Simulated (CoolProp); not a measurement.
The numbers come from the reference Helmholtz-energy equation of state, Lemmon 2005 in CoolProp. It is a short technical equation, of lower accuracy than the large ones.

Q: For trans-2-butene, give the phase and the cp (kJ/(kg K)), Joule-Thomson coefficient (K/MPa) at 286.6 K and 0.101 MPa; 309 K and 0.101 MPa.

A: 
- 286.6 K and 0.101 MPa: gas; cp 1.58, Joule-Thomson coefficient 36.0
- 309 K and 0.101 MPa: gas; cp 1.64, Joule-Thomson coefficient 27.0
